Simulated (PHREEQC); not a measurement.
Make-up at 25 °C: 0.24 mol/kgw HF, 0.00045 mol/kgw NH4F, 0.031 mol/kgw (NH4)2SiF6 and 0.18 mol/kgw HCl. It is in equilibrium with CO2 at log p = -3.5 (atm). Otherwise closed; pH follows from the charge balance.

Computed with PHREEQC (ion-association model, phreeqc.dat).

No solid was allowed to form.

Problem. Order these F species by the share of F that they hold, largest first: F-, SiF6-2, HF, HF2-.

Solution. HF (55 %), SiF6-2 (44 %), HF2- (0.72 %), F- (0.40 %)

The pH is 0.84 and the ionic strength 0.276 mol/kgw. SiF6-2 is the database's only silicon fluoride.
